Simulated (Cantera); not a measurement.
**MgCO3 + H2O + CO2 (calcination and drying)**

Charge: 1 mol MgCO3, 0.034 mol H2O, 0.032 mol CO2, at 452 °C.

Equilibrium computed with Cantera from the NASA thermochemical tables; the gas is ideal and each condensed phase is pure. Candidate condensed phases: C, C6H6, C7H8, C8H18, H2O, Mg, MgCO3, MgO, Mg(OH)2; 116 gas species. Equilibrium is a limit: real reactors are often held back by kinetics, nucleation or transport.

```csv
P (Pa),x CO2,x H2O,n MgO(s),n MgCO3(s)
10,0.968,0.0319,1.00,0
42,0.968,0.0319,1.00,0
180,0.968,0.0319,1.00,0
750,0.968,0.0319,1.00,0
3200,0.968,0.0319,1.00,0
13000,0.968,0.0319,1.00,0
56000,0.968,0.0319,1.00,0
240000,0.968,0.0319,1.00,0
1000000,0.485,0.515,0,1.00
```
x: gas mole fraction; n: condensed amount in mol.

From 10.0 Pa to 2.40 bar the condensed part is MgO(s). At 10.0 bar the condensed part is MgCO3(s).
